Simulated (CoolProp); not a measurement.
The fluid at 571.15 K and 1.26 MPa expands adiabatically to 0.151 MPa with isentropic efficiency 0.8. The same conditions are run with several fluids, on thermodynamics alone (safety and materials aside).

Values from CoolProp's reference Helmholtz-energy equation of state of each fluid (o-xylene: Zhou 2012; hydrogen chloride: Thol 2018; octamethyltrisiloxane (MDM): Thol 2017; n-butane: Bücker 2006; propylene: Lemmon 2013).

```
fluid                        work (kJ/kg)  final temperature (K)  final density (kg/m³)
---------------------------  ------------  ---------------------  ---------------------
o-xylene                             65.6                  526.2                   3.77
hydrogen chloride                     164                  362.3                   1.84
octamethyltrisiloxane (MDM)          27.8                  542.1                   8.28
n-butane                              128                  520.0                   2.04
propylene                             173                  494.6                   1.55
```
